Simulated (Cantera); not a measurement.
Feed: 1 mol Al, 0.0042 mol O2, 210 mol H2, at 0.0910 bar.

Equilibrium computed with Cantera from the NASA thermochemical tables; the gas is ideal and each condensed phase is pure. Candidate condensed phases: Al, Al2O3, H2O; 19 gas species. Mutual solubility and eutectic melting of coexisting phases are not modelled. The numbers say what is thermodynamically allowed, not how fast it happens. All values below are at 1050 °C.

Base state: H2 1.000 (mole fractions); condensed: Al(l) + Al2O3(s).

**Question.** What changes in the equilibrium state with this change: Al replaced by Si?

**Answer.** 
| species | before | after |
|---|---|---|
| H2 | 1.000 | 1.000 |
| SiO | 0 | 3.99e-5 |
| Al(l), mol | 0.992 | 0 |
| Al2O3(s), mol | 0.00267 | 0 |
| Si(s), mol | 0 | 0.992 |
Further candidate phases: Si, SiO2.
